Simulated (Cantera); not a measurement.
Equilibrium for silicon oxide and oxynitride deposition: Si2H6 + O3

Input: 1 mol Si2H6, a varied amount of O3, equilibrated at 1150 K and 0.00133 bar.

Method: chemical equilibrium by Gibbs-energy minimisation in Cantera with the NASA 1993 tables (ideal gas, pure condensed phases). Candidate condensed phases: H2O, Si, SiO2; 18 gas species. The feed counts by its element totals alone. Mutual solubility and eutectic melting of coexisting phases are not modelled. The tables hold silica as quartz up to 1696 K and as liquid above; real silica turns to tridymite and cristobalite and melts near 1996 K. The numbers say what is thermodynamically allowed, not how fast it happens.

From 0.11 mol O3 to 1.1 mol O3 the condensed part is Si(s) + SiO2(β-quartz). From 1.4 mol O3 to 1.8 mol O3 the condensed part is SiO2(β-quartz).

```csv
n(O3) (mol),x H2,x H2O,x SiO,x H,n Si(s),n SiO2(β-quartz)
0.11,1.000,2.39e-8,8.94e-5,2.04e-6,1.83,0.165
0.14,1.000,2.39e-8,8.94e-5,2.04e-6,1.79,0.210
0.17,1.000,2.39e-8,8.94e-5,2.04e-6,1.74,0.255
0.22,1.000,2.39e-8,8.94e-5,2.04e-6,1.67,0.330
0.28,1.000,2.39e-8,8.94e-5,2.04e-6,1.58,0.420
0.35,1.000,2.39e-8,8.94e-5,2.04e-6,1.47,0.525
0.44,1.000,2.39e-8,8.94e-5,2.04e-6,1.34,0.660
0.56,1.000,2.39e-8,8.94e-5,2.04e-6,1.16,0.840
0.71,1.000,2.39e-8,8.94e-5,2.04e-6,0.935,1.06
0.89,1.000,2.39e-8,8.94e-5,2.04e-6,0.665,1.33
1.1,1.000,2.39e-8,8.94e-5,2.04e-6,0.350,1.65
1.4,0.933,0.0667,3.00e-11,1.97e-6,0,2.00
1.8,0.533,0.467,2.45e-12,1.49e-6,0,2.00
```
x: gas mole fraction; n: condensed amount in mol.
